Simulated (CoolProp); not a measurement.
Vapour pressure (MPa) of octamethylcyclotetrasiloxane (D4): the reference equation beside estimates from Tc = 313.4 °C, pc = 1.347 MPa, ω = 0.598.

The numbers come from the reference Helmholtz-energy equation of state, Thol 2015 in CoolProp.

| T (°C) | reference | Lee-Kesler | van der Waals | Soave-Redlich-Kwong | Peng-Robinson |
|---|---|---|---|---|---|
| 67.65 | 0.001942 | 0.002027 | 0.09702 | 0.002022 | 0.002213 |
| 71.45 | 0.002363 | 0.002454 | 0.1036 | 0.002449 | 0.002665 |
| 75.15 | 0.002845 | 0.002942 | 0.1103 | 0.002936 | 0.003179 |
| 78.95 | 0.003425 | 0.003526 | 0.1174 | 0.003519 | 0.003792 |
| 82.75 | 0.004100 | 0.004206 | 0.1249 | 0.004198 | 0.004502 |
| 86.55 | 0.004885 | 0.004993 | 0.1327 | 0.004985 | 0.005321 |
| 90.35 | 0.005791 | 0.005901 | 0.1408 | 0.005892 | 0.006262 |
| 94.15 | 0.006834 | 0.006944 | 0.1492 | 0.006934 | 0.007339 |
| 97.85 | 0.007995 | 0.008104 | 0.1577 | 0.008092 | 0.008533 |
| 101.65 | 0.009352 | 0.009459 | 0.1668 | 0.009446 | 0.009922 |
| 105.45 | 0.01089 | 0.01100 | 0.1763 | 0.01098 | 0.01150 |
| 109.25 | 0.01264 | 0.01274 | 0.1861 | 0.01272 | 0.01327 |
| 113.05 | 0.01461 | 0.01470 | 0.1962 | 0.01468 | 0.01526 |

Absolute difference from the reference over all 13 rows, mean and median: Lee-Kesler 2.1 and 1.9 %, van der Waals 2611.7 and 2331.4 %, Soave-Redlich-Kwong 2.0 and 1.7 %, Peng-Robinson 8.6 and 8.1 %.
